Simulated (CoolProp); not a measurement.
A single-stage vapour-compression cycle with R125: evaporating at 224.15 K (dew point), condensing at 286.15 K (bubble point), superheat 2 K, subcooling 8 K, compressor efficiency 0.75, no pressure losses. Each further row changes one setting.

Model: reference Helmholtz-energy equation of state, Lemmon 2005, in CoolProp.

```tsv
case	cooling COP	pressure ratio	discharge temperature (K)	refrigerating effect (kJ/kg)	volumetric capacity (kJ/m³)
as stated	2.04	10.2	306.8	102	657
evaporating temperature 229.15 K	2.34	8.04	304.4	105	848
condensing temperature 281.15 K	2.31	?	301.3	108	698
subcooling 13 K	2.16	10.2	306.8	108	698
superheat 12 K	2.07	10.2	?	?	668
compressor efficiency 0.65	?	10.2	315.2	102	657
```

**Question.** Some entries are withheld; supply them.

**Answer.** 
- condensing temperature 281.15 K, pressure ratio: 8.84
- superheat 12 K, discharge temperature (K): 317.4
- superheat 12 K, refrigerating effect (kJ/kg): 109
- compressor efficiency 0.65, cooling COP: 1.77
